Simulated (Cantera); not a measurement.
Al2O3 + H2 + H2O (hydrogen reduction and annealing atmospheres)

Feed: 1 mol Al2O3, 29 mol H2, 7.8 mol H2O, equilibrated at 2000 K and 4.40 bar.

Equilibrium computed with Cantera from the NASA thermochemical tables; the gas is ideal and each condensed phase is pure. Candidate condensed phases: Al, Al2O3, H2O; 19 gas species. Gases not in the tables: Al(OH)3. Equilibrium is a limit: real reactors are often held back by kinetics, nucleation or transport.

```json
{
 "x(H2)": "0.787",
 "x(H2O)": "0.212",
 "x(H)": "0.000688",
 "x(OH)": "1.85e-5",
 "n(Al2O3(s))": "1.000 mol",
 "gas_amount": "36.81 mol",
 "log10 activity of Al(l) (absent)": "-7.33"
}
```
